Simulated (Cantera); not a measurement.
Feed: 1 mol CH3SiH3, 0.56 mol C2H4, 25 mol H2, at 0.160 bar.

Cantera equilibrium calculation (NASA polynomials, part measured and part estimated; ideal gas, pure solids and liquids). Candidate condensed phases: C, C6H6, C7H8, C8H18, Si, SiC; 87 gas species. The feed counts by its element totals alone. Gases not in the tables: Si2H6 and higher silanes. Equilibrium is a limit: real reactors are often held back by kinetics, nucleation or transport.

### Question
What share of the Si ends up in condensed phases as a function of T (K), at 2050, 2100, 2150, 2200, 2250, 2300, 2350, 2400?

### Answer
```
T (K)  Si condensed (%)      as
-----  ----------------  ------
2050               99.8  SiC(s)
2100               99.7  SiC(s)
2150               99.4  SiC(s)
2200               98.9  SiC(s)
2250               97.9  SiC(s)
2300               96.2  SiC(s)
2350               93.2  SiC(s)
2400               87.9  SiC(s)
```
